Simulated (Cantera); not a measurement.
Calcination and drying: MgSO₄ + H₂ + CO₂ + C

Charge: 1 mol MgSO₄, 0.054 mol H₂, 0.019 mol CO₂, 0.31 mol C, at 1.33 mbar.

Equilibrium computed with Cantera from the NASA thermochemical tables; the gas is ideal and each condensed phase is pure. Candidate condensed phases: C, C₆H₆, C₇H₈, C₈H₁₈, H₂O, H₂SO₄, Mg, MgCO₃, MgO, Mg(OH)₂, MgS, MgSO₄, S; 130 gas species. Kinetics and transport are ignored.

| T (°C) | x SO₂ | x CO₂ | x O₂ | x H₂O | x CO | x OH | x SO₃ | n MgO(s) |
|---|---|---|---|---|---|---|---|---|
| 1052 | 0.646 | 0.213 | 0.105 | 0.0349 | 4.50e-6 | 3.63e-5 | 0.000789 | 1.00 |
| 1102 | 0.646 | 0.213 | 0.105 | 0.0349 | 1.14e-5 | 6.21e-5 | 0.000575 | 1.00 |
| 1152 | 0.647 | 0.213 | 0.105 | 0.0349 | 2.69e-5 | 0.000102 | 0.000429 | 1.00 |
| 1202 | 0.647 | 0.213 | 0.105 | 0.0348 | 6.00e-5 | 0.000163 | 0.000326 | 1.00 |
| 1252 | 0.647 | 0.213 | 0.105 | 0.0348 | 0.000127 | 0.000252 | 0.000253 | 1.00 |
| 1302 | 0.646 | 0.213 | 0.105 | 0.0347 | 0.000256 | 0.000378 | 0.000199 | 1.00 |
| 1352 | 0.646 | 0.212 | 0.105 | 0.0346 | 0.000493 | 0.000554 | 0.000159 | 1.00 |
| 1402 | 0.646 | 0.212 | 0.106 | 0.0344 | 0.000912 | 0.000792 | 0.000129 | 1.00 |
| 1452 | 0.645 | 0.211 | 0.106 | 0.0342 | 0.00162 | 0.00111 | 0.000106 | 1.000 |
x: gas mole fraction; n: condensed amount in mol.

From 1052 °C to 1452 °C the condensed part is MgO(s).
